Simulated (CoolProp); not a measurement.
Aqueous potassium formate as a coolant, at -7 °C, 1 atm.

Values from CoolProp's Melinder's fits for secondary coolants.

| mass % | freezing point (°C) | density (kg/m³) | conductivity (W/(m K)) | Prandtl number | cp (kJ/(kg K)) |
|---|---|---|---|---|---|
| 19.2 | -11.0 | 1124 | 0.526 | 18.1 | 3.454 |
| 23.7 | -14.7 | 1155 | 0.519 | 18.8 | 3.296 |
| 28.2 | -19.2 | 1186 | 0.511 | 19.7 | 3.151 |
| 32.6 | -24.3 | 1218 | 0.502 | 20.7 | 3.021 |
| 37.1 | -30.4 | 1251 | 0.492 | 21.9 | 2.902 |
| 41.6 | -37.7 | 1285 | 0.481 | 23.9 | 2.792 |
